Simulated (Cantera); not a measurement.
A closed system holds: 1 mol Fe, 7.2 mol CO, 160 mol N2, equilibrated at 0.0133 bar.

Method: chemical equilibrium by Gibbs-energy minimisation in Cantera with the NASA 1993 tables (ideal gas, pure condensed phases). Candidate condensed phases: C, Fe, Fe(CO)5, FeO, Fe2O3, Fe3O4; 27 gas species. Condensed phases not in the tables: cementite and carbon dissolved in iron. Rates play no part.

x: gas mole fraction; n: condensed amount in mol.

```csv
T (°C),x N2,x CO,x CO2,x Fe,x CN,n C(graphite),n Fe(α),n Fe(γ),n Fe(δ),n Fe(l)
452,0.967,0.0230,0.0102,<1e-12,<1e-12,1.69,1.00,0,0,0
552,0.958,0.0411,0.00101,<1e-12,<1e-12,0.169,1.00,0,0,0
652,0.957,0.0429,7.38e-5,<1e-12,<1e-12,0.0123,1.00,0,0,0
752,0.957,0.0430,8.50e-6,3.69e-12,<1e-12,0.00142,1.00,0,0,0
852,0.957,0.0431,1.45e-6,2.52e-10,<1e-12,0,1.00,0,0,0
952,0.957,0.0431,3.31e-7,8.46e-9,<1e-12,0,0,1.000,0,0
1052,0.957,0.0431,9.55e-8,1.65e-7,7.50e-12,0,0,1.000,0,0
1152,0.957,0.0431,___,___,___,0,0,1.000,0,0
1252,0.957,0.0431,1.32e-8,1.90e-5,1.37e-9,0,0,0.997,0,0
1352,0.957,0.0431,1.36e-8,___,___,0,0,0.978,0,0
1452,0.956,0.0430,1.75e-8,0.000707,1.25e-8,0,0,0,0.882,0
1552,0.954,0.0429,2.59e-8,0.00314,2.38e-8,0,0,0,0,0.474
```

Task: Some entries are withheld; supply them.

Result: 
- 1352, x Fe: 0.000130
- 1352, x CN: 4.97e-9
- 1152, x CO2: 3.30e-8
- 1152, x Fe: 2.10e-6
- 1152, x CN: 1.22e-10
